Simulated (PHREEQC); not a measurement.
Synthetic water in mg/L, 76 °C, pH 1.99, pe 12.8:

| constituent | mg/L |
|---|---|
| Na | 75.1 |
| K | 48.9 |
| Ca | 56.7 |
| Mg | 38.4 |
| Cl | 130 |
| S(6) as SO4 | 1310 |
| P as PO4 | 1.67 |

Valence states are taken as typed.

Computed with PHREEQC (ion-association model, phreeqc.dat).

This is a speciation only: nothing precipitates in the calculation.

Problem. Order these S species by the share of S that they hold, largest first: CaHSO4+, MgSO4, CaSO4, SO4-2, HSO4-.

Solution. HSO4- (63 %), SO4-2 (29 %), MgSO4 (5.0 %), CaSO4 (2.0 %), CaHSO4+ (0.43 %)

The pH is 1.99 and the ionic strength 0.0261 mol/kgw. Species that the database lacks are ignored. Constants without temperature data keep their 25 °C values here.
